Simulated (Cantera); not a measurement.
Input: 1 mol CH3SiCl3, 0.22 mol C2H2, 1100 mol H2, held at 240 Pa.

Method: chemical equilibrium by Gibbs-energy minimisation in Cantera with the NASA 1993 tables (ideal gas, pure condensed phases). Candidate condensed phases: C, C6H6, C7H8, C8H18, Si, SiC; 109 gas species. The feed counts by its element totals alone. The numbers say what is thermodynamically allowed, not how fast it happens.

Q: Which condensed phases are stable at each of these points (T (K)): 1700, 1725, 1750, 1775, 1800, 1825, 1850, 1875, 1900, 1925, 1950, 1975, 2000?

A: 
```
T (K)      condensed phases  Si condensed (%)
-----  --------------------  ----------------
1700   C(graphite) + SiC(s)              99.4
1725   C(graphite) + SiC(s)              99.0
1750   C(graphite) + SiC(s)              98.4
1775   C(graphite) + SiC(s)              97.5
1800   C(graphite) + SiC(s)              96.0
1825   C(graphite) + SiC(s)              93.6
1850                 SiC(s)              89.6
1875                 SiC(s)              83.1
1900                 SiC(s)              73.3
1925                 SiC(s)              59.0
1950                 SiC(s)              38.7
1975                 SiC(s)              10.2
2000               gas only               0.0
```

From 1700 K to 1825 K the condensed part is C(graphite) + SiC(s). From 1850 K to 1975 K the condensed part is SiC(s). At 2000 K nothing is condensed.
